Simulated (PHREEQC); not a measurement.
Make-up at 25 °C: 0.15 mol/kgw NiSO4, 0.0085 mol/kgw NaCl and 0.00082 mol/kgw HCl. Closed to the air; pH follows from the charge balance.

Equilibrium calculation in PHREEQC: ion-association model, wateq4f.dat.

```json
[
 {"quantity": "pH", "before": "3.67", "after": "2.66"},
 {"quantity": "ionic strength (mol/kgw)", "before": "0.311", "after": "0.316"},
 {"quantity": "Ni+2 (mol/kgw)", "before": "0.0758", "after": "0.0774"},
 {"quantity": "SO4-2 (mol/kgw)", "before": "0.0747", "after": "0.0719"},
 {"quantity": "NiSO4 (mol/kgw)", "before": "0.0735", "after": "0.0715"},
 {"quantity": "SI of Morenosite (NiSO4:7H2O)", "before": "-1.05", "after": "-1.06"},
 {"quantity": "SI of Ni(OH)2 (Ni(OH)2)", "before": "-5.12", "after": "-7.14"}
]
```

Q: Which change was made?
A) HCl from 0.00082 to 0.0082 mol/kgw
B) NiSO4 from 0.15 to 0.225 mol/kgw
C) HCl from 0.00082 to 8.2e-05 mol/kgw
D) 0.004 mol/kgw KBr added
E) NaCl replaced by NaNO3 at the same molality

A: A, HCl from 0.00082 to 0.0082 mol/kgw

This is a speciation only: nothing precipitates in the calculation.
